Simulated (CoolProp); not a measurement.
Model: reference Helmholtz-energy equation of state, Wagner 2002, in CoolProp.

Q: Give the vapour pressure (kPa), liquid density (kg/m³), enthalpy of vaporisation (kJ/kg), surface tension (mN/m) of saturated water at 194.45 °C.

A: 
| T (°C) | p (kPa) | liquid density (kg/m³) | enthalpy of vaporisation (kJ/kg) | surface tension (mN/m) |
|---|---|---|---|---|
| 194.45 | 1380 | 871 | 1960 | 38.8 |

Surface tension comes from a separate correlation (Mulero 2012).
